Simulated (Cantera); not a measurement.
Charge: 1 mol Zr, 11 mol NH3, held at 1723.15 K and 10.0 mbar.

Equilibrium computed with Cantera from the NASA thermochemical tables; the gas is ideal and each condensed phase is pure. ZrN: taken at fixed stoichiometry. Kinetics and transport are ignored.

```tsv
species	before	after
H2	0.766	0.580
H	0.00160	0.212
N2	0.232	0.208
Zr	<1e-9	1.41e-5
ZrN(s), mol	1.00	1.000
```
Gas species are given as mole fractions.

Problem. Which change was made?
A. pressure from 10.0 mbar to 0.710 Pa
B. pressure from 10.0 mbar to 3.30 mbar
C. temperature from 1723.15 K to 2523 K
D. NH3 from 11 to 0.22 mol

Solution. C, temperature from 1723.15 K to 2523 K
